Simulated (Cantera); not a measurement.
Cantera run:

```python
import numpy as np
import cantera as ct

gas_names = """
    O2 SO2
""".split()
cond_names = """
    Mg(L) MgO(s) MgS(s) MgSO4(L)
""".split()


# ... load() reads the species with a 1 bar reference pressure and builds the phases ...
species = {s.name: s for s in load("nasa_gas.yaml", gas_names) + load("nasa_condensed.yaml", cond_names)}
T = 1725
g = {n: (s.thermo.h(T) - T * s.thermo.s(T)) / (ct.gas_constant * T * np.log(10)) for n, s in species.items()}
valid = cond_names  # the entries whose range holds T


def stable(la, lb):
    # potentials (over RT ln 10) of the two non-metals from log10 p(O2) and log10 p(SO2) in bar
    mu = {}
    mu["O"] = (g["O2"] + la) / 2
    mu["S"] = (g["SO2"] + lb - 2 * mu["O"]) / 1
    cost = {}
    for n in valid:
        c = species[n].composition
        cost[n] = (g[n] - sum(c.get(e, 0) * m for e, m in mu.items())) / c["Mg"]
    return min(cost, key=cost.get)


results = []
for lb in [0, -1.1, -2.2, -3.3, -4.4, -5.5, -6.6, -7.7, -8.8, -9.9, -11]:
    row = [stable(la, lb) for la in [-14, -13.3, -12.5, -11.8, -11.1, -10.3, -9.6, -8.8, -8.1, -7.4, -6.6, -5.9, -5.2, -4.4, -3.7, -2.9, -2.2, -1.5, -0.7, 0]]
    results.append(row)
    print(f"{lb:6.1f}  " + " ".join(f"{valid.index(n):x}" for n in row))
print("key: " + ", ".join(f"{i:x} {n}" for i, n in enumerate(valid)))
```

It prints:

```
   0.0  2 2 2 2 2 2 2 2 1 1 1 1 1 1 1 1 1 1 1 1
  -1.1  2 2 2 2 2 2 2 1 1 1 1 1 1 1 1 1 1 1 1 1
  -2.2  2 2 2 2 2 2 1 1 1 1 1 1 1 1 1 1 1 1 1 1
  -3.3  2 2 2 2 2 1 1 1 1 1 1 1 1 1 1 1 1 1 1 1
  -4.4  2 2 2 2 2 1 1 1 1 1 1 1 1 1 1 1 1 1 1 1
  -5.5  2 2 2 1 1 1 1 1 1 1 1 1 1 1 1 1 1 1 1 1
  -6.6  2 2 1 1 1 1 1 1 1 1 1 1 1 1 1 1 1 1 1 1
  -7.7  2 2 1 1 1 1 1 1 1 1 1 1 1 1 1 1 1 1 1 1
  -8.8  1 1 1 1 1 1 1 1 1 1 1 1 1 1 1 1 1 1 1 1
  -9.9  1 1 1 1 1 1 1 1 1 1 1 1 1 1 1 1 1 1 1 1
 -11.0  1 1 1 1 1 1 1 1 1 1 1 1 1 1 1 1 1 1 1 1
key: 0 Mg(L), 1 MgO(s), 2 MgS(s), 3 MgSO4(L)
```

Source: NASA polynomial tables (part measured, part estimated), evaluated in Cantera. Part of the grid cannot be reached: there another gas would pass 10 bar, or a non-metal would condense.
